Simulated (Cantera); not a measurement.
Adiabatic ignition

An adiabatic, constant-pressure homogeneous reactor starts with CH4 : O2 : N2 = 1 : 1.82 : 6.84 (molar parts), equivalence ratio 1.1, at 1400 K and 0.987 atm.

Cantera simulation using GRI-Mech 3.0 (53 species, 325 reactions); the numbers are that mechanism's predictions, not measurements.

| t (s) | T (K) | x CH4 | x O2 | x H | x C2H | x C2H4 | x CH2O | x H2O |
|---|---|---|---|---|---|---|---|---|
| 3.00e-6 | 1400 | 0.104 | 0.188 | 1.61e-9 | <1e-12 | <1e-12 | 4.56e-10 | 5.02e-9 |
| 1.19e-5 | 1400 | 0.104 | 0.188 | 1.78e-9 | <1e-12 | 1.11e-12 | 8.01e-9 | 3.62e-8 |
| 4.75e-5 | 1400 | 0.104 | 0.188 | 2.66e-9 | <1e-12 | 1.13e-10 | 1.48e-7 | 3.78e-7 |
| 0.000189 | 1400 | 0.104 | 0.188 | 9.66e-9 | <1e-12 | 1.72e-8 | 3.81e-6 | 7.05e-6 |
| 0.000754 | 1401 | 0.103 | 0.188 | 6.76e-8 | <1e-12 | 3.51e-6 | 0.000110 | 0.000164 |
| 0.00300 | 1433 | 0.0962 | 0.183 | 2.05e-6 | 1.29e-12 | 0.000403 | 0.00195 | 0.00587 |
| 0.0119 | 2715 | <1e-12 | 0.0113 | 0.00931 | <1e-12 | <1e-12 | 4.65e-10 | 0.160 |
| 0.0475 | 2715 | <1e-12 | 0.0113 | 0.00931 | <1e-12 | <1e-12 | 4.65e-10 | 0.160 |
| 0.189 | 2715 | <1e-12 | 0.0113 | 0.00931 | <1e-12 | <1e-12 | 4.65e-10 | 0.160 |
| 0.754 | 2715 | <1e-12 | 0.0113 | 0.00931 | <1e-12 | <1e-12 | 4.65e-10 | 0.160 |
| 3.00 | 2715 | <1e-12 | 0.0113 | 0.00931 | <1e-12 | <1e-12 | 4.65e-10 | 0.160 |
x: mole fraction; the columns are a selection and need not sum to one.

The time of steepest temperature rise is 3.64 ms. The temperature at 3.00 s is 2715 K, the equilibrium temperature is 2715 K and the x(CH4) at 3.00 s is <1e-12 (gas-phase equilibrium <1e-12). The x(O2) at 3.00 s is 0.0113 (gas-phase equilibrium 0.0113) and the x(H) at 3.00 s is 0.00931 (gas-phase equilibrium 0.00931).
